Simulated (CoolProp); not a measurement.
Saturation properties of ethanol (Tc = 514.7 K, pc = 6268 kPa, ω = 0.644).

Computed with CoolProp (reference Helmholtz-energy equation of state, Schroeder 2014).

```json
[
 {"T (K)": "387.9", "p (kPa)": "363.5", "liquid density (kg/m³)": "697.2", "enthalpy of vaporisation (kJ/kg)": "780.1", "liquid viscosity (µPa s)": "267", "liquid conductivity (mW/(m K))": "149"},
 {"T (K)": "395.1", "p (kPa)": "453.2", "liquid density (kg/m³)": "688.4", "enthalpy of vaporisation (kJ/kg)": "763.5", "liquid viscosity (µPa s)": "243", "liquid conductivity (mW/(m K))": "147"},
 {"T (K)": "402.3", "p (kPa)": "559.7", "liquid density (kg/m³)": "679.1", "enthalpy of vaporisation (kJ/kg)": "745.9", "liquid viscosity (µPa s)": "221", "liquid conductivity (mW/(m K))": "146"},
 {"T (K)": "409.5", "p (kPa)": "685.1", "liquid density (kg/m³)": "669.4", "enthalpy of vaporisation (kJ/kg)": "727.2", "liquid viscosity (µPa s)": "202", "liquid conductivity (mW/(m K))": "145"},
 {"T (K)": "416.8", "p (kPa)": "833.7", "liquid density (kg/m³)": "659.0", "enthalpy of vaporisation (kJ/kg)": "707.1", "liquid viscosity (µPa s)": "184", "liquid conductivity (mW/(m K))": "144"},
 {"T (K)": "424", "p (kPa)": "1004", "liquid density (kg/m³)": "648.1", "enthalpy of vaporisation (kJ/kg)": "686.1", "liquid viscosity (µPa s)": "168", "liquid conductivity (mW/(m K))": "143"},
 {"T (K)": "431.2", "p (kPa)": "1200", "liquid density (kg/m³)": "636.7", "enthalpy of vaporisation (kJ/kg)": "663.9", "liquid viscosity (µPa s)": "154", "liquid conductivity (mW/(m K))": "141"},
 {"T (K)": "438.5", "p (kPa)": "1427", "liquid density (kg/m³)": "624.4", "enthalpy of vaporisation (kJ/kg)": "640.1", "liquid viscosity (µPa s)": "140", "liquid conductivity (mW/(m K))": "140"},
 {"T (K)": "445.7", "p (kPa)": "1682", "liquid density (kg/m³)": "611.6", "enthalpy of vaporisation (kJ/kg)": "615.3", "liquid viscosity (µPa s)": "128", "liquid conductivity (mW/(m K))": "139"}
]
```

It boils at 351.6 K under 1 atm.

Viscosity comes from a separate model (Kiselev 2005). Thermal conductivity comes from a separate model (Assael 2013).
